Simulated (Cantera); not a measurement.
Input: 1 mol SiO2, 2.8 mol CO, 4 mol H2, equilibrated at 1875 K and 13300 Pa.

Cantera equilibrium calculation (NASA polynomials, part measured and part estimated; ideal gas, pure solids and liquids). Candidate condensed phases: C, C6H6, C7H8, C8H18, H2O, Si, SiC, SiO2; 123 gas species. The tables hold silica as quartz up to 1696 K and as liquid above; real silica turns to tridymite and cristobalite and melts near 1996 K. The numbers say what is thermodynamically allowed, not how fast it happens.

Base state: H2 0.577, CO 0.408, SiO 0.00672, H2O 0.00574, H 0.00136, CO2 0.000985 (mole fractions); condensed: SiO2(condensed).

Question: What changes in the equilibrium state with this change: H2 from 4 to 0.92 mol?

Answer: 
```tsv
species	before	after
CO	0.408	0.746
H2	0.577	0.242
SiO	0.00672	0.00532
H2O	0.00574	0.00304
CO2	0.000985	0.00228
H	0.00136	0.000884
SiO2(condensed), mol	0.954	0.980
```
